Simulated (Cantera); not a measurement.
Input (Python, Cantera) and output of one run.

```python
import numpy as np
import cantera as ct

gas_names = """
    N2 H2 NH3
""".split()
cond_names = """
    Cr(cr) Cr(L) Cr2N(s)
""".split()


# ... load() reads the species with a 1 bar reference pressure and builds the phases ...
species = {s.name: s for s in load("nasa_gas.yaml", gas_names) + load("nasa_condensed.yaml", cond_names)}
# Each term lists the table entries of one substance; the one whose range holds T is used.
reactions = {
    '4 Cr + N2(g) = 2 Cr2N':
        [(-4, ['Cr(cr)', 'Cr(L)']), (-1, ['N2']), (2, ['Cr2N(s)'])],
    '3 H2(g) + N2(g) = 2 NH3(g)':
        [(-3, ['H2']), (-1, ['N2']), (2, ['NH3'])],
}


def pick(names, T):
    return next(species[n] for n in names if species[n].thermo.min_temp <= T <= species[n].thermo.max_temp)


results = []
for label, terms in reactions.items():
    print(label)
    print("     T/K   dH/kJ  dS/(J/K)   dG/kJ   log10 K")
    for T in [300, 623, 673, 723, 773, 823, 873, 923, 973, 1023]:
        used = [(nu, pick(names, T)) for nu, names in terms]
        dH = sum(nu * s.thermo.h(T) for nu, s in used) / 1e6
        dS = sum(nu * s.thermo.s(T) for nu, s in used) / 1e3
        dG = dH - T * dS / 1e3
        logK = -dG * 1e6 / (ct.gas_constant * T * np.log(10))
        results.append((label, T, dH, dS, dG, logK, [s.name for _, s in used]))
        print(f"{T:8g} {dH:8.1f} {dS:8.1f} {dG:8.1f} {logK:8.2f}")
```

Output:

```
4 Cr + N2(g) = 2 Cr2N
     T/K   dH/kJ  dS/(J/K)   dG/kJ   log10 K
     300   -251.0   -156.2   -204.2    35.55
     623   -245.8   -144.7   -155.7    13.05
     673   -244.9   -143.3   -148.5    11.52
     723   -243.9   -141.9   -141.3    10.21
     773   -242.9   -140.5   -134.3     9.07
     823   -241.9   -139.3   -127.3     8.08
     873   -240.9   -138.0   -120.3     7.20
     923   -239.8   -136.9   -113.5     6.42
     973   -238.7   -135.7   -106.7     5.73
    1023   -237.7   -134.7    -99.9     5.10
3 H2(g) + N2(g) = 2 NH3(g)
     T/K   dH/kJ  dS/(J/K)   dG/kJ   log10 K
     300    -92.0   -198.4    -32.4     5.65
     623   -103.5   -225.4     36.9    -3.09
     673   -104.8   -227.3     48.2    -3.74
     723   -105.9   -228.9     59.6    -4.31
     773   -106.9   -230.2     71.1    -4.80
     823   -107.8   -231.4     82.6    -5.24
     873   -108.6   -232.3     94.2    -5.64
     923   -109.3   -233.2    105.9    -5.99
     973   -110.0   -233.8    117.5    -6.31
    1023   -110.5   -234.4    129.3    -6.60
```

Cantera with NASA thermochemical tables; ideal gases at 1 bar, condensed phases pure. Condensed species are held in their standard states even where they would react or evaporate.
